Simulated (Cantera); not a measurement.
An isothermal, constant-pressure homogeneous reactor starts with 66.7 % CH₄, 33.3 % H₂O, at 1225 K and 100000 Pa.

Model: GRI-Mech 3.0 (53 species, 325 reactions), integrated in Cantera. GRI-Mech 3.0 stops at C3 and has no aromatics, soot or wall deposition, so with more carbon than oxygen in the feed, carbon stays in small species such as C2H2 where larger ones or solid carbon would form.

Question: Predict: x(CH₄) at 30.0 s; x(H₂O) at 30.0 s; x(CO₂) at 30.0 s; x(C₂H₆) at 30.0 s.

Answer: 
```
Item                                                 Result
-----------------  ----------------------------------------
x(CH₄) at 30.0 s        0.625 (gas-phase equilibrium 0.198)
x(H₂O) at 30.0 s      0.326 (gas-phase equilibrium 5.53e-5)
x(CO₂) at 30.0 s    1.95e-6 (gas-phase equilibrium 1.25e-5)
x(C₂H₆) at 30.0 s  0.000316 (gas-phase equilibrium 5.82e-5)
```
